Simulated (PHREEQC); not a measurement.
A solution holds 0.046 mol/kgw NH4HS, at 25 °C. Closed to the air; pH follows from the charge balance.

All values are PHREEQC results (ion-association model, phreeqc.dat), not measurements.

Each row changes one thing in this solution. Precipitation was switched off in this run.

| case | pH | ionic strength (mol/kgw) | NH4+ (mol/kgw) | NH3 (mol/kgw) |
|---|---|---|---|---|
| as made | 8.10 | 0.0435 | 0.0435 | 0.00248 |
| temperature from 25 to 65 °C | 7.38 | 0.0407 | 0.0407 | ? |
| NH4HS replaced by (NH4)2HPO4 at the same molality | 7.97 | 0.131 | 0.0887 | 0.00329 |
| NH4HS replaced by (NH4)2SO4 at the same molality | 5.46 | 0.114 | 0.0801 | 9.46e-6 |
| NH4HS from 0.046 to 0.0092 mol/kgw | 8.09 | 0.00865 | 0.00865 | 0.000550 |
| NH4HS from 0.046 to 0.069 mol/kgw | 8.10 | 0.0654 | 0.0654 | 0.00358 |
| 0.0026 mol/kgw Ca(OH)2 added | 8.53 | ? | 0.0399 | 0.00613 |
| temperature from 25 to 90 °C | 7.08 | 0.0376 | 0.0376 | 0.00845 |

Problem. Fill in the missing entries.

Solution. 
- temperature from 25 to 65 °C, NH3 (mol/kgw): 0.00532
- 0.0026 mol/kgw Ca(OH)2 added, ionic strength (mol/kgw): 0.0477

Away from 25 °C the constants follow the database's enthalpies or fits; those with neither stay at their 25 °C values.
